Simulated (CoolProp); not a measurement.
Computed with CoolProp (reference Helmholtz-energy equation of state, de Reuck 1993).

### Question
For methanol, give the phase and the speed of sound (m/s), Joule-Thomson coefficient (K/MPa) at 119.95 °C and 0.0548 MPa.

### Answer
- 119.95 °C and 0.0548 MPa: gas; speed of sound 348, Joule-Thomson coefficient 44.6
